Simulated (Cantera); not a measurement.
Cantera run, input and output.

```python
import numpy as np
import cantera as ct

gas = ct.Solution("gri30.yaml")
gas.TPX = 525, 101325, {'CO': 1, 'H2': 0.27, 'O2': 0.698, 'N2': 2.62}
flame = ct.FreeFlame(gas, width=0.04)
flame.set_refine_criteria(ratio=3, slope=0.08, curve=0.16)
flame.transport_model = "unity-Lewis-number"
flame.solve(loglevel=0, auto=True)
z, T = flame.grid, flame.T
thick = (T[-1] - T[0]) / np.gradient(T, z).max()
show = ['CO', 'H2', 'O2', 'O', 'NO', 'CO2']
print(f"laminar burning velocity  {flame.velocity[0] * 100:.3f} cm/s")
print(f"burnt temperature         {T[-1]:.1f} K")
print(f"thermal thickness         {thick * 1e3:.4f} mm")
print(f"grid points               {len(z)}")
z0 = z[flame.heat_release_rate.argmax()]
print(f"{'z/mm':>9s}{'T/K':>9s}{'u/(m/s)':>9s}" + "".join(f"{s:>11s}" for s in show))
rows = []
for k in (-3, -2, -1.5, -1, -0.5, -0.25, 0, 0.25, 0.5, 1, 2, 4, 8):
    zz = z0 + k * thick
    rows.append([k * thick, np.interp(zz, z, T), np.interp(zz, z, flame.velocity),
                 *(np.interp(zz, z, flame.X[gas.species_index(s)]) for s in show)])
    print(f"{rows[-1][0] * 1e3:9.3f}{rows[-1][1]:9.1f}{rows[-1][2]:9.3f}" + "".join(f"{x:11.3e}" for x in rows[-1][3:]))
```

Result:

```
laminar burning velocity  124.702 cm/s
burnt temperature         2422.5 K
thermal thickness         0.5282 mm
grid points               134
     z/mm      T/K  u/(m/s)         CO         H2         O2          O         NO        CO2
   -1.585    525.0    1.247  2.180e-01  5.885e-02  1.521e-01  1.681e-13  2.631e-12  6.000e-08
   -1.056    525.0    1.247  2.180e-01  5.885e-02  1.521e-01  5.008e-11  7.862e-11  1.793e-06
   -0.792    525.2    1.247  2.180e-01  5.884e-02  1.521e-01  7.551e-10  4.786e-10  1.090e-05
   -0.528    526.6    1.251  2.179e-01  5.878e-02  1.521e-01  2.343e-08  4.714e-09  1.065e-04
   -0.264    568.2    1.346  2.157e-01  5.689e-02  1.500e-01  4.030e-06  1.432e-07  2.837e-03
   -0.132    788.7    1.845  2.031e-01  4.601e-02  1.383e-01  2.486e-04  1.214e-06  1.823e-02
    0.000   1235.8    2.812  1.645e-01  1.586e-02  1.033e-01  5.985e-03  5.650e-06  6.298e-02
    0.132   1532.0    3.421  1.222e-01  5.263e-03  7.369e-02  1.444e-02  1.467e-05  1.097e-01
    0.264   1697.9    3.749  9.786e-02  5.508e-03  6.079e-02  1.585e-02  2.441e-05  1.366e-01
    0.528   1872.6    4.081  8.091e-02  5.513e-03  5.238e-02  1.344e-02  3.960e-05  1.567e-01
    1.056   2032.3    4.374  7.015e-02  4.473e-03  4.738e-02  9.260e-03  6.030e-05  1.704e-01
    2.113   2169.1    4.619  5.889e-02  3.403e-03  4.233e-02  5.983e-03  9.728e-05  1.843e-01
    4.226   2281.5    4.815  4.779e-02  2.542e-03  3.733e-02  3.806e-03  1.804e-04  1.975e-01
```

Detailed kinetics in Cantera: GRI-Mech 3.0 (53 species, 325 reactions). Unity Lewis numbers drop preferential diffusion, which matters most where H2 and H carry the flame. Burning velocities carry a grid error of a few per cent, more on coarse grids.
